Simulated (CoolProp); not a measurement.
A simple Rankine cycle with n-butane: condensing at 322.15 K, boiler at 1.34 MPa, turbine inlet 406.6 K, turbine efficiency 0.85, pump efficiency 0.6, no recuperator. Each further row changes one setting.

Computed with CoolProp (reference Helmholtz-energy equation of state, Bücker 2006).

| case | thermal efficiency (%) | net work (kJ/kg) | heat in (kJ/kg) | turbine exit temperature (K) | volume ratio over the turbine |
|---|---|---|---|---|---|
| as stated | ? | 40.5 | 488 | 377.1 | 2.85 |
| turbine inlet 426.6 K | 8.2 | 43.7 | ? | 398.0 | 2.81 |
| condensing temperature 314.15 K | 9.7 | 49.3 | 508 | ? | ? |
| boiler pressure 0.938 MPa | 5.6 | 28.0 | ? | 388.4 | 1.95 |
| turbine efficiency 0.75 | 7.3 | 35.4 | 488 | 379.5 | 2.87 |

Question: Fill in the missing entries.

Answer: 
- as stated, thermal efficiency (%): 8.3
- turbine inlet 426.6 K, heat in (kJ/kg): 536
- condensing temperature 314.15 K, turbine exit temperature (K): 371.6
- condensing temperature 314.15 K, volume ratio over the turbine: 3.52
- boiler pressure 0.938 MPa, heat in (kJ/kg): 500
